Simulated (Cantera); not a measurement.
## Low-pressure radical oxidation in H2/O2

An isothermal, constant-pressure homogeneous reactor starts with H₂ : O₂ = 0.019 : 1 (molar parts), equivalence ratio 0.0095, at 950 K and 10.00 Torr.

Model: the H2/O2 subset of GRI-Mech 3.0, which has no nitrogen chemistry, integrated in Cantera. Radical loss at walls, strong at low pressure, is not modelled.

```json
[
 {"t (s)": "0.000100", "x H₂": "0.0186", "x O₂": "0.981", "x H₂O₂": "<1e-12", "x HO₂": "4.22e-12", "x H₂O": "<1e-12", "x OH": "<1e-12"},
 {"t (s)": "0.000268", "x H₂": "0.0186", "x O₂": "0.981", "x H₂O₂": "<1e-12", "x HO₂": "1.14e-11", "x H₂O": "1.57e-12", "x OH": "4.44e-12"},
 {"t (s)": "0.000720", "x H₂": "0.0186", "x O₂": "0.981", "x H₂O₂": "<1e-12", "x HO₂": "3.10e-11", "x H₂O": "1.94e-11", "x OH": "1.95e-11"},
 {"t (s)": "0.00193", "x H₂": "0.0186", "x O₂": "0.981", "x H₂O₂": "<1e-12", "x HO₂": "8.86e-11", "x H₂O": "2.77e-10", "x OH": "1.28e-10"},
 {"t (s)": "0.00518", "x H₂": "0.0186", "x O₂": "0.981", "x H₂O₂": "<1e-12", "x HO₂": "6.78e-10", "x H₂O": "1.94e-8", "x OH": "6.77e-9"},
 {"t (s)": "0.0139", "x H₂": "0.0179", "x O₂": "0.981", "x H₂O₂": "7.87e-9", "x HO₂": "4.06e-6", "x H₂O": "0.000586", "x OH": "0.000186"},
 {"t (s)": "0.0373", "x H₂": "0.000236", "x O₂": "0.976", "x H₂O₂": "5.52e-8", "x HO₂": "4.14e-6", "x H₂O": "0.0179", "x OH": "0.000461"},
 {"t (s)": "0.100", "x H₂": "3.38e-5", "x O₂": "0.980", "x H₂O₂": "3.25e-8", "x HO₂": "2.01e-6", "x H₂O": "0.0186", "x OH": "0.000169"},
 {"t (s)": "0.268", "x H₂": "5.67e-6", "x O₂": "0.981", "x H₂O₂": "2.55e-8", "x HO₂": "8.29e-7", "x H₂O": "0.0188", "x OH": "6.88e-5"},
 {"t (s)": "0.720", "x H₂": "8.33e-7", "x O₂": "0.981", "x H₂O₂": "1.67e-8", "x HO₂": "2.65e-7", "x H₂O": "0.0188", "x OH": "2.77e-5"},
 {"t (s)": "1.93", "x H₂": "1.21e-7", "x O₂": "0.981", "x H₂O₂": "8.62e-9", "x HO₂": "7.01e-8", "x H₂O": "0.0188", "x OH": "1.15e-5"},
 {"t (s)": "5.18", "x H₂": "2.00e-8", "x O₂": "0.981", "x H₂O₂": "3.73e-9", "x HO₂": "1.78e-8", "x H₂O": "0.0188", "x OH": "5.22e-6"},
 {"t (s)": "13.9", "x H₂": "4.15e-9", "x O₂": "0.981", "x H₂O₂": "1.49e-9", "x HO₂": "4.89e-9", "x H₂O": "0.0188", "x OH": "2.58e-6"},
 {"t (s)": "37.3", "x H₂": "1.07e-9", "x O₂": "0.981", "x H₂O₂": "5.76e-10", "x HO₂": "1.49e-9", "x H₂O": "0.0188", "x OH": "1.38e-6"},
 {"t (s)": "100", "x H₂": "3.17e-10", "x O₂": "0.981", "x H₂O₂": "2.21e-10", "x HO₂": "4.98e-10", "x H₂O": "0.0188", "x OH": "7.72e-7"}
]
```
x: mole fraction; the columns are a selection and need not sum to one.

Equilibrium at this temperature and pressure: H₂ 3.02e-12, O₂ 0.981, H₂O₂ 3.09e-12, HO₂ 1.88e-10, H₂O 0.0188, OH 7.74e-8 (gas phase only).
